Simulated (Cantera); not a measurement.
Input: 1 mol Fe2O3, 2.4 mol CH4, 0.065 mol CO, at 23.0 mbar.

These are equilibrium values from Cantera (NASA tables, ideal gas, pure condensed phases), not measurements of a reactor. Candidate condensed phases: C, C6H6, C7H8, C8H18, Fe, Fe(CO)5, FeO, Fe(OH)2, Fe(OH)3, Fe2O3, Fe3O4, H2O; 114 gas species. Equilibrium is a limit: real reactors are often held back by kinetics, nucleation or transport.

Task: At 752 °C, list the 5 most abundant gas species with their mole fractions, and the condensed phases.

Result: H2 0.611, CO 0.307, H2O 0.0500, CO2 0.0326, CH4 1.44e-5. Condensed: Fe(α).
